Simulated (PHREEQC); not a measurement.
1 kg of water holding 0.052 mol/kgw CaCl2, 0.43 mol/kgw NaCl and 0.079 mol/kgw MgCl2 is evaporated at 25 °C; the solids stay in contact with the brine. CO2 from the air is kept out. Only these solids could form: Bischofite, Brucite, Halite, Portlandite, MgCl2_4H2O.

The numbers come from PHREEQC with the Pitzer model, pitzer.dat.

```csv
water left (kg),ionic strength,water activity,Halite (mol),Ca in solution (mol/kgw)
1,0.823,0.979,0,0.0520
0.8219,1.00,0.975,0,0.0633
0.6755,1.22,?,0,0.0770
0.5552,1.48,?,0,0.0937
0.4563,1.80,0.953,0,0.114
0.375,2.19,0.941,0,0.139
0.3082,2.67,0.926,0,0.169
0.2533,3.25,?,0,0.205
0.2082,3.95,0.882,0,0.250
0.1711,4.81,0.850,0,0.304
0.1407,5.85,0.808,0,0.370
0.1156,?,0.753,0,0.450
0.09502,7.86,0.725,0.0759,0.547
0.07809,8.28,0.716,0.176,0.666
0.06418,8.83,0.702,0.256,0.810
0.05275,9.55,0.681,?,0.986
0.04335,10.5,0.647,?,1.20
0.03564,11.9,0.595,?,1.46
0.0293,13.9,0.514,0.417,1.77
0.02407,16.5,0.402,0.426,2.16
```

**Question.** Fill in the missing entries.

**Answer.** 
- 0.6755, water activity: 0.969
- 0.5552, water activity: 0.962
- 0.2533, water activity: 0.907
- 0.1156, ionic strength: 7.12
- 0.05275, Halite (mol): 0.319
- 0.04335, Halite (mol): 0.366
- 0.03564, Halite (mol): 0.398
